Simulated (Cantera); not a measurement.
A Cantera script and what it prints.

```python
import numpy as np
import cantera as ct

gas_names = """
    CL CL2 H HCL H2 N NH NH2 NH3 N2 N2H2 N2H4 Si SiCL SiCL2 SiCL3 SiCL4 SiH SiHCL3 SiH2 SiH2CL2 SiH3
    SiH3CL SiH4 SiN Si2 Si2N Si3
""".split()
cond_names = """
    NH4CL(a) NH4CL(b) Si(cr) Si(L) Si3N4(a)
""".split()


# ... load() reads the species with a 1 bar reference pressure and builds the phases ...
atoms = {
    'SiHCl3': {'Si': 1, 'H': 1, 'CL': 3},
    'NH3': {'N': 1, 'H': 3},
    'H2': {'H': 2},
}
top_T = {'Si3N4(a)': 2400}  # K; cautious upper limits of use, not melting points


# ... equilibrate(T, P, feed) seeds the gas with the atoms and calls Mixture.equilibrate('TP', solver="gibbs", rtol=1e-10, max_steps=50000) ...
results = []
feed = {'SiHCl3': 1, 'NH3': 3.5, 'H2': 92}  # mol
for P in [5, 17, 59, 210, 710, 2400, 8400, 29000, 100000]:
    for T in [1450, 1500, 1550, 1600, 1650, 1700, 1750, 1800, 1850, 1900, 1950, 2000, 2050, 2100]:
        mix = equilibrate(T, P, feed)
        results.append((T, P, feed, dict(zip(mix.species_names, mix.species_moles))))

for T, P, feed, n in results:
    print(f"{T:7g} {P:10.4g}  " + (" + ".join(c for c in cond_names if n.get(c, 0) > 1e-12) or "gas only"))
```

Result:

```
   1450          5  Si(cr)
   1500          5  Si(cr)
   1550          5  Si(cr)
   1600          5  Si(cr)
   1650          5  Si(cr)
   1700          5  gas only
   1750          5  gas only
   1800          5  gas only
   1850          5  gas only
   1900          5  gas only
   1950          5  gas only
   2000          5  gas only
   2050          5  gas only
   2100          5  gas only
   1450         17  Si(cr)
   1500         17  Si(cr)
   1550         17  Si(cr)
   1600         17  Si(cr)
   1650         17  Si(cr)
   1700         17  Si(L)
   1750         17  gas only
   1800         17  gas only
   1850         17  gas only
   1900         17  gas only
   1950         17  gas only
   2000         17  gas only
   2050         17  gas only
   2100         17  gas only
   1450         59  Si(cr)
   1500         59  Si(cr)
   1550         59  Si(cr)
   1600         59  Si(cr)
   1650         59  Si(cr)
   1700         59  Si(L)
   1750         59  Si(L)
   1800         59  Si(L)
   1850         59  gas only
   1900         59  gas only
   1950         59  gas only
   2000         59  gas only
   2050         59  gas only
   2100         59  gas only
   1450        210  Si3N4(a)
   1500        210  Si(cr)
   1550        210  Si(cr)
   1600        210  Si(cr)
   1650        210  Si(cr)
   1700        210  Si(L)
   1750        210  Si(L)
   1800        210  Si(L)
   1850        210  Si(L)
   1900        210  Si(L)
   1950        210  gas only
   2000        210  gas only
   2050        210  gas only
   2100        210  gas only
   1450        710  Si3N4(a)
   1500        710  Si3N4(a)
   1550        710  Si(cr) + Si3N4(a)
   1600        710  Si(cr)
   1650        710  Si(cr)
   1700        710  Si(L)
   1750        710  Si(L)
   1800        710  Si(L)
   1850        710  Si(L)
   1900        710  Si(L)
   1950        710  Si(L)
   2000        710  Si(L)
   2050        710  gas only
   2100        710  gas only
   1450       2400  Si3N4(a)
   1500       2400  Si3N4(a)
   1550       2400  Si3N4(a)
   1600       2400  Si(cr) + Si3N4(a)
   1650       2400  Si(cr)
   1700       2400  Si(L)
   1750       2400  Si(L)
   1800       2400  Si(L)
   1850       2400  Si(L)
   1900       2400  Si(L)
   1950       2400  Si(L)
   2000       2400  Si(L)
   2050       2400  Si(L)
   2100       2400  Si(L)
   1450       8400  Si3N4(a)
   1500       8400  Si3N4(a)
   1550       8400  Si3N4(a)
   1600       8400  Si3N4(a)
   1650       8400  Si3N4(a)
   1700       8400  Si(L)
   1750       8400  Si(L)
   1800       8400  Si(L)
   1850       8400  Si(L)
   1900       8400  Si(L)
   1950       8400  Si(L)
   2000       8400  Si(L)
   2050       8400  Si(L)
   2100       8400  Si(L)
   1450    2.9e+04  Si3N4(a)
   1500    2.9e+04  Si3N4(a)
   1550    2.9e+04  Si3N4(a)
   1600    2.9e+04  Si3N4(a)
   1650    2.9e+04  Si3N4(a)
   1700    2.9e+04  Si3N4(a)
   1750    2.9e+04  Si(L) + Si3N4(a)
   1800    2.9e+04  Si(L)
   1850    2.9e+04  Si(L)
   1900    2.9e+04  Si(L)
   1950    2.9e+04  Si(L)
   2000    2.9e+04  Si(L)
   2050    2.9e+04  Si(L)
   2100    2.9e+04  Si(L)
   1450      1e+05  Si3N4(a)
   1500      1e+05  Si3N4(a)
   1550      1e+05  Si3N4(a)
   1600      1e+05  Si3N4(a)
   1650      1e+05  Si3N4(a)
   1700      1e+05  Si3N4(a)
   1750      1e+05  Si3N4(a)
   1800      1e+05  Si3N4(a)
   1850      1e+05  Si(L)
   1900      1e+05  Si(L)
   1950      1e+05  Si(L)
   2000      1e+05  Si(L)
   2050      1e+05  Si(L)
   2100      1e+05  Si(L)
```

Equilibrium computed with Cantera from the NASA thermochemical tables; the gas is ideal and each condensed phase is pure. Mutual solubility and eutectic melting of coexisting phases are not modelled. The tables' values for SiCl3 are old estimates.
